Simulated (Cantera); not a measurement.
Feed: 1 mol V2O5, 3.5 mol H2, 0.67 mol H2O, at 0.473 Torr.

Cantera equilibrium calculation (NASA polynomials, part measured and part estimated; ideal gas, pure solids and liquids). Candidate condensed phases: H2O, V, VO, V2O3, V2O4, V2O5; 12 gas species. Condensed phases not in the tables: the oxides between V2O3 and V2O5 other than VO2. Equilibrium is a limit: real reactors are often held back by kinetics, nucleation or transport.

### Question
What share of the V ends up in condensed phases as a function of T (K), at 1473, 1573, 1673, 1773, 1873, 1973, 2073, 2173?

### Answer
| T (K) | V condensed (%) | as |
|---|---|---|
| 1473 | 100.0 | V2O3(s) |
| 1573 | 100.0 | V2O3(s) |
| 1673 | 99.9 | V2O3(s) |
| 1773 | 99.0 | V2O3(s) |
| 1873 | 94.8 | V2O3(s) |
| 1973 | 76.2 | V2O3(s) |
| 2073 | 10.8 | V2O3(s) |
| 2173 | 0.0 | - |
